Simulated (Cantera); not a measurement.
Charge: 1 mol Si, 4.1 mol HCl, 1.6 mol H2, held at 1002 °C and 0.350 bar.

Cantera equilibrium calculation (NASA polynomials, part measured and part estimated; ideal gas, pure solids and liquids). The tables' values for SiCl3 are old estimates; treat these amounts as uncertain. Equilibrium is a limit: real reactors are often held back by kinetics, nucleation or transport.

```tsv
species	before	after
H2	0.682	0.766
SiCl4	0.136	0.213
HCl	0.111	0.0213
SiCl3	0.0190	<1e-9
SiCl2	0.0174	<1e-9
SiHCl3	0.0338	1.79e-6
SiH2Cl2	0.00117	<1e-9
SiH3Cl	1.12e-5	<1e-9
```
Gas species are given as mole fractions.

Task: Which change was made?
(A) temperature from 1002 °C to 450 °C
(B) temperature from 1002 °C to 752 °C
(C) pressure from 0.350 bar to 7.60 Pa
(D) temperature from 1002 °C to 177 °C

Result: D, temperature from 1002 °C to 177 °C
